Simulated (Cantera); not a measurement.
# Thermodynamics of hydrogen reduction and annealing atmospheres, feed ZrO2 + H2

A closed system holds: 1 mol ZrO2, 900 mol H2, held at 100 Torr.

Equilibrium computed with Cantera from the NASA thermochemical tables; the gas is ideal and each condensed phase is pure. Candidate condensed phases: H2O, Zr, ZrO2; 12 gas species. Rates play no part.

| T (K) | x H2 | x H | x H2O | x ZrO | n ZrO2(monoclinic) | n ZrO2(tetragonal) |
|---|---|---|---|---|---|---|
| 1425 | 1.000 | 1.87e-5 | 9.28e-10 | <1e-12 | 1.00 | 0 |
| 1475 | 1.000 | 3.55e-5 | 2.16e-9 | <1e-12 | 1.000 | 0 |
| 1525 | 1.000 | 6.48e-5 | 4.70e-9 | 3.75e-12 | 0 | 1.000 |
| 1575 | 1.000 | 0.000114 | 9.73e-9 | 1.76e-11 | 0 | 1.000 |
| 1625 | 1.000 | 0.000193 | 1.92e-8 | 7.55e-11 | 0 | 1.000 |
| 1675 | 1.000 | 0.000318 | 3.65e-8 | 2.95e-10 | 0 | 1.000 |
| 1725 | 0.999 | 0.000509 | 6.68e-8 | 1.07e-9 | 0 | 1.000 |
| 1775 | 0.999 | 0.000792 | 1.18e-7 | 3.58e-9 | 0 | 1.000 |
x: gas mole fraction; n: condensed amount in mol.

From 1425 K to 1475 K the condensed part is ZrO2(monoclinic). From 1525 K to 1775 K the condensed part is ZrO2(tetragonal).
